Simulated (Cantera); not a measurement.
Cantera run:

```python
import numpy as np
import cantera as ct

gas_names = """
    AL ALCL ALCL2 ALCL3 ALH ALN AL2 AL2CL6 CL CL2 H HCL H2 N NH NH2 NH3 N2 N2H2 N2H4
""".split()
cond_names = """
    AL(cr) AL(L) ALCL3(s) ALCL3(L) ALN(s) NH4CL(a) NH4CL(b)
""".split()


# ... load() reads the species with a 1 bar reference pressure and builds the phases ...
atoms = {
    'AlCl3': {'AL': 1, 'CL': 3},
    'N2': {'N': 2},
    'H2': {'H': 2},
}
top_T = {'ALN(s)': 2750}  # K; cautious upper limits of use, not melting points


# ... equilibrate(T, P, feed) seeds the gas with the atoms and calls Mixture.equilibrate('TP', solver="vcs", rtol=1e-11, max_steps=5000) ...
results = []
feed = {'AlCl3': 1, 'N2': 2.5, 'H2': 5}  # mol
P = 10000  # Pa
for T in [1073, 1123, 1173, 1223, 1273, 1323, 1373, 1423, 1473, 1523, 1573]:
    mix = equilibrate(T, P, feed)
    results.append((T, P, feed, dict(zip(mix.species_names, mix.species_moles))))

top = {s: max(r[3][s] / sum(r[3][g] for g in gas_names) for r in results) for s in gas_names}
cols = sorted((s for s in top if top[s] > 0.001), key=lambda s: -top[s])[:6]
seen = [c for c in cond_names if any(r[3].get(c, 0) > 1e-12 for r in results)]
print("log10 of partial pressures in bar; condensed amounts in mol")
print(f"{'T/K':>10s}" + "".join(f"{s[:9]:>10s}" for s in cols + seen))
for T, P, feed, n in results:
    ng = sum(n[g] for g in gas_names)
    print(f"{T:10.4g}" + "".join(f"{np.log10(max(n[s] / ng * P / 1e5, 1e-99)):10.3f}" for s in cols)
          + "".join(f"{n.get(c, 0):10.4g}" for c in seen))
```

Output:

```
log10 of partial pressures in bar; condensed amounts in mol
       T/K        H2        N2       HCL     ALCL3     ALCL2      ALCL    ALN(s)
      1073    -1.274    -1.560    -1.953    -2.095    -6.277    -8.581    0.3158
      1123    -1.273    -1.559    -1.961    -2.091    -5.819    -7.824    0.3096
      1173    -1.272    -1.559    -1.969    -2.087    -5.400    -7.133    0.3041
      1223    -1.271    -1.558    -1.976    -2.084    -5.017    -6.500    0.2989
      1273    -1.271    -1.558    -1.983    -2.082    -4.665    -5.917     0.294
      1323    -1.270    -1.557    -1.989    -2.080    -4.340    -5.380    0.2889
      1373    -1.270    -1.557    -1.995    -2.080    -4.040    -4.883    0.2832
      1423    -1.269    -1.557    -2.002    -2.081    -3.763    -4.422    0.2756
      1473    -1.269    -1.556    -2.009    -2.085    -3.507    -3.994     0.264
      1523    -1.270    -1.556    -2.017    -2.094    -3.272    -3.597    0.2444
      1573    -1.271    -1.555    -2.028    -2.111    -3.059    -3.228    0.2097
```

Method: chemical equilibrium by Gibbs-energy minimisation in Cantera with the NASA 1993 tables (ideal gas, pure condensed phases). The tables' values for AlCl2 are old estimates; treat these amounts as uncertain.
